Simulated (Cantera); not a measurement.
An adiabatic, constant-volume homogeneous reactor starts with H2 : O2 : N2 = 1 : 0.238 : 0.895 (molar parts), equivalence ratio 2.1, at 1775 K and 2.30 bar. Integrator tolerance rtol = 1e-08.

Cantera simulation using GRI-Mech 3.0 (53 species, 325 reactions); the numbers are that mechanism's predictions, not measurements. The hydrogen kinetics of GRI-Mech 3.0 are dated; newer H2 mechanisms differ, most at raised pressure. Above 3000 K some thermodynamic fits are extrapolated.

### Question
What does this change do: pressure from 2.30 bar to 5.00 bar?

### Answer
| quantity | before | after |
|---|---|---|
| time of steepest temperature rise | 2.90 µs | 1.34 µs |
| temperature at 0.400 s | 3082 K | 3163 K |
| equilibrium temperature | 3082 K | 3163 K |
| x(H2) at 0.400 s | 0.253 (gas-phase equilibrium 0.253) | 0.257 (gas-phase equilibrium 0.257) |
| x(O2) at 0.400 s | 0.000710 (gas-phase equilibrium 0.000710) | 0.000532 (gas-phase equilibrium 0.000532) |
| x(HO2) at 0.400 s | 1.41e-6 (gas-phase equilibrium 1.41e-6) | 1.60e-6 (gas-phase equilibrium 1.60e-6) |
| x(NO) at 0.400 s | 0.00233 (gas-phase equilibrium 0.00233) | 0.00221 (gas-phase equilibrium 0.00221) |
| x(H2O) at 0.400 s | 0.219 (gas-phase equilibrium 0.219) | 0.223 (gas-phase equilibrium 0.223) |

### Question
What does this change do: pressure from 2.30 bar to 1.00 bar?

### Answer
```csv
quantity,before,after
time of steepest temperature rise,2.90 µs,6.58 µs
temperature at 0.400 s,3082 K,2993 K
equilibrium temperature,3082 K,2993 K
x(H2) at 0.400 s,0.253 (gas-phase equilibrium 0.253),0.249 (gas-phase equilibrium 0.249)
x(O2) at 0.400 s,0.000710 (gas-phase equilibrium 0.000710),0.000928 (gas-phase equilibrium 0.000928)
x(HO2) at 0.400 s,1.41e-6 (gas-phase equilibrium 1.41e-6),1.18e-6 (gas-phase equilibrium 1.18e-6)
x(NO) at 0.400 s,0.00233 (gas-phase equilibrium 0.00233),0.00239 (gas-phase equilibrium 0.00239)
x(H2O) at 0.400 s,0.219 (gas-phase equilibrium 0.219),0.215 (gas-phase equilibrium 0.215)
```
